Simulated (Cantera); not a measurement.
An isothermal, constant-pressure homogeneous reactor starts with N2O : H2 : N2 = 1 : 0.0045 : 1.2 (molar parts), at 1575 K and 23.3 Torr. Integrator tolerance rtol = 1e-08.

Detailed kinetics in Cantera: GRI-Mech 3.0 (53 species, 325 reactions). GRI-Mech 3.0 was tuned for natural gas; its chemistry of N2O as a main component is partial and can be far from experiment. Radical loss at walls, strong at low pressure, is not modelled. The temperature is held fixed by assumption; the heat of reaction is taken as removed at once.

```tsv
quantity	before	after
x(N2O) at 30.0 s	2.60e-6 (gas-phase equilibrium 1.78e-8)	2.64e-6 (gas-phase equilibrium 3.01e-8)
x(H2) at 30.0 s	1.26e-7 (gas-phase equilibrium 1.08e-7)	7.41e-8 (gas-phase equilibrium 6.39e-8)
x(O) at 30.0 s	2.28e-5 (gas-phase equilibrium 2.62e-5)	1.35e-5 (gas-phase equilibrium 1.55e-5)
x(NO2) at 30.0 s	5.74e-5 (gas-phase equilibrium 1.17e-6)	9.54e-5 (gas-phase equilibrium 1.98e-6)
x(NO) at 30.0 s	0.0945 (gas-phase equilibrium 0.00166)	0.0920 (gas-phase equilibrium 0.00166)
x(N2) at 30.0 s	0.767 (gas-phase equilibrium 0.813)	0.768 (gas-phase equilibrium 0.813)
```

Question: Which change was made?
(A) pressure from 23.3 Torr to 1.00 bar
(B) pressure from 23.3 Torr to 66.8 Torr
(C) N2O 1 to 0.12 parts
(D) N2 1.2 to 3.8 parts

Answer: B, pressure from 23.3 Torr to 66.8 Torr
